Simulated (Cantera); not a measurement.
Feed: 1 mol Si, a varied amount of Cl2, 3 mol H2, at 1323 K and 380000 Pa.

These are equilibrium values from Cantera (NASA tables, ideal gas, pure condensed phases), not measurements of a reactor. Candidate condensed phases: Si; 19 gas species. The numbers say what is thermodynamically allowed, not how fast it happens.

Problem. Which condensed phases are stable at each of these points (n(Cl2) (mol)): 0.5, 0.61, 0.74, 0.91, 1.1, 1.4, 1.6, 2, 2.5, 3?

Solution. 
| n(Cl2) (mol) | condensed phases | Si condensed (%) |
|---|---|---|
| 0.5 | Si(s) | 74.1 |
| 0.61 | Si(s) | 68.0 |
| 0.74 | Si(s) | 60.8 |
| 0.91 | Si(s) | 51.4 |
| 1.1 | Si(s) | 40.9 |
| 1.4 | Si(s) | 24.4 |
| 1.6 | Si(s) | 13.4 |
| 2 | gas only | 0.0 |
| 2.5 | gas only | 0.0 |
| 3 | gas only | 0.0 |

From 0.5 mol Cl2 to 1.6 mol Cl2 the condensed part is Si(s). From 2 mol Cl2 to 3 mol Cl2 nothing is condensed.
